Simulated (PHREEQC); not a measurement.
A solution holds 7.7e-05 mol/kgw Ca(HCO3)2, 0.047 mol/kgw NaF and 0.21 mol/kgw KCl, at 25 °C. Closed to the air; pH follows from the charge balance.

Equilibrium calculation in PHREEQC: ion-association model, wateq4f.dat.

Q: The ionic strength comes out as 0.257 mol/kgw. What activity coefficients do CaF+, Cl-, F-, Ca+2, HCO3- get?

A: CaF+ 0.73, Cl- 0.69, F- 0.69, Ca+2 0.30, HCO3- 0.73.

No solid was allowed to form. Examples of supersaturated solids here: Fluorite. Others may be too.
